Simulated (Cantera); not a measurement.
**Premixed flame**

A freely propagating, adiabatic, planar premixed flame of 8.22 % CH₄, 23.5 % O₂, 68.3 % N₂, unburnt at 423 K and 3.20 bar; mixture-averaged transport, grid criteria slope 0.08 and curve 0.16, no radiation.

Model: GRI-Mech 3.0 (53 species, 325 reactions), integrated in Cantera. Burning velocities carry a grid error of a few per cent, more on coarse grids.

| z (mm) | T (K) | u (m/s) | x CH₄ | x O₂ | x CO₂ | x H₂O₂ | x NO | x CH₂ |
|---|---|---|---|---|---|---|---|---|
| -0.478 | 423 | 0.435 | 0.0822 | 0.235 | 9.62e-7 | 6.64e-8 | <1e-8 | <1e-8 |
| -0.318 | 427 | 0.439 | 0.0818 | 0.235 | 1.43e-5 | 6.91e-7 | <1e-8 | <1e-8 |
| -0.239 | 442 | 0.455 | 0.0808 | 0.234 | 9.16e-5 | 3.29e-6 | <1e-8 | <1e-8 |
| -0.159 | 528 | 0.545 | 0.0755 | 0.227 | 0.000841 | 1.81e-5 | 6.59e-8 | <1e-8 |
| -0.0796 | 953 | 0.993 | 0.0509 | 0.190 | 0.00816 | 6.59e-5 | 1.02e-6 | 1.91e-8 |
| -0.0398 | 1355 | 1.42 | 0.0271 | 0.150 | 0.0191 | 4.06e-5 | 2.62e-6 | 1.51e-6 |
| 0 | 1738 | 1.82 | 0.00557 | 0.107 | 0.0363 | 2.78e-6 | 4.90e-6 | 1.82e-5 |
| 0.0398 | 1904 | 1.99 | 0.000266 | 0.0849 | 0.0531 | 9.58e-7 | 7.64e-6 | 3.79e-6 |
| 0.0796 | 1974 | 2.05 | 7.21e-6 | 0.0782 | 0.0635 | 7.31e-7 | 1.00e-5 | 1.46e-7 |
| 0.159 | 2053 | 2.12 | 1.03e-8 | 0.0738 | 0.0726 | 5.23e-7 | 1.38e-5 | <1e-8 |
| 0.318 | 2118 | 2.18 | <1e-8 | 0.0717 | 0.0777 | 3.46e-7 | 1.88e-5 | <1e-8 |
| 0.637 | 2152 | 2.21 | <1e-8 | 0.0709 | 0.0799 | 2.56e-7 | 2.44e-5 | <1e-8 |
| 1.27 | 2161 | 2.22 | <1e-8 | 0.0708 | 0.0806 | 2.38e-7 | 3.16e-5 | <1e-8 |
x: mole fraction of selected species; z is measured from the peak of heat release.

- laminar burning velocity = 43.4 cm/s
- thermal thickness = 0.159 mm
- peak x(H₂O₂) = 6.81e-5
- peak x(CH₂) = 1.85e-5
- grid points = 141
